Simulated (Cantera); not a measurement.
## Ammonia decomposition in nitride growth gas

An isothermal, constant-pressure homogeneous reactor starts with 61.7 % NH₃, 38.3 % N₂, at 2400 K and 0.120 bar.

Model: the gas-phase N/H chemistry of the illustrative SiF4/NH3 mechanism in the Surface Chemkin manual (1991), integrated in Cantera. Walls and surfaces, which speed up NH3 decomposition in real reactors, are not modelled.

| t (s) | x NH₃ | x N | x NH | x N₂H₄ | x N₂H₂ | x H | x H₂ |
|---|---|---|---|---|---|---|---|
| 3.00e-5 | 0.615 | 3.28e-8 | 8.95e-6 | 1.10e-8 | 1.12e-6 | 9.94e-6 | 0.000891 |
| 0.000101 | 0.609 | 3.52e-7 | 5.37e-5 | 8.62e-8 | 1.25e-5 | 2.51e-5 | 0.00403 |
| 0.000337 | 0.587 | 1.84e-6 | 9.72e-5 | 1.38e-7 | 2.42e-5 | 9.58e-5 | 0.0235 |
| 0.00113 | 0.519 | 5.48e-6 | 0.000120 | 8.83e-8 | 1.96e-5 | 0.000269 | 0.0871 |
| 0.00378 | 0.355 | 1.01e-5 | 0.000129 | 4.10e-8 | 1.14e-5 | 0.000701 | 0.240 |
| 0.0127 | 0.121 | 1.29e-5 | 9.90e-5 | 8.44e-9 | 3.14e-6 | 0.00176 | 0.458 |
| 0.0424 | 0.00367 | 1.51e-5 | 3.38e-5 | 7.93e-11 | 8.09e-8 | 0.00688 | 0.564 |
| 0.142 | 2.29e-6 | 1.10e-6 | 5.04e-7 | <1e-12 | 3.09e-12 | 0.0324 | 0.547 |
| 0.476 | 4.18e-7 | 2.38e-7 | 1.03e-7 | <1e-12 | <1e-12 | 0.0341 | 0.546 |
| 1.60 | 3.65e-7 | 2.07e-7 | 9.00e-8 | <1e-12 | <1e-12 | 0.0341 | 0.546 |
| 5.35 | 3.65e-7 | 2.07e-7 | 8.99e-8 | <1e-12 | <1e-12 | 0.0341 | 0.546 |
| 17.9 | 3.65e-7 | 2.07e-7 | 8.99e-8 | <1e-12 | <1e-12 | 0.0341 | 0.546 |
| 60.0 | 3.65e-7 | 2.07e-7 | 8.99e-8 | <1e-12 | <1e-12 | 0.0341 | 0.546 |
x: mole fraction; the columns are a selection and need not sum to one.

Equilibrium at this temperature and pressure: NH₃ 3.65e-7, N 2.07e-7, NH 8.99e-8, N₂H₄ <1e-12, N₂H₂ <1e-12, H 0.0341, H₂ 0.546 (gas phase only).
